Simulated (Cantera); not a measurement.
# Ta2O5 + H2 (hydrogen reduction and annealing atmospheres)

Charge: 1 mol Ta2O5, a varied amount of H2, at 1177 °C and 750 Torr.

These are equilibrium values from Cantera (NASA tables, ideal gas, pure condensed phases), not measurements of a reactor. Candidate condensed phases: H2O, Ta, Ta2O5; 12 gas species. Mutual solubility and eutectic melting of coexisting phases are not modelled. Condensed phases not in the tables: N, O or C dissolved in the metal. Equilibrium is a limit: real reactors are often held back by kinetics, nucleation or transport.

```
n(H2) (mol)   x H2    x H2O      x H  n Ta2O5(s)   n Ta(s)
-----------  -----  -------  -------  ----------  --------
1.7          1.000  6.19e-5  9.46e-6       1.000         0
3.9          1.000  6.19e-5  9.46e-6       1.000         0
8.6          1.000  6.19e-5  9.46e-6       1.000  0.000213
19           1.000  6.19e-5  9.46e-6       1.000  0.000470
42           1.000  6.19e-5  9.46e-6       0.999   0.00104
94           1.000  6.19e-5  9.46e-6       0.999   0.00233
210          1.000  6.19e-5  9.46e-6       0.997   0.00520
460          1.000  6.19e-5  9.46e-6       0.994    0.0114
```
x: gas mole fraction; n: condensed amount in mol.

From 1.7 mol H2 to 3.9 mol H2 the condensed part is Ta2O5(s). From 8.6 mol H2 to 460 mol H2 the condensed part is Ta(s) + Ta2O5(s).
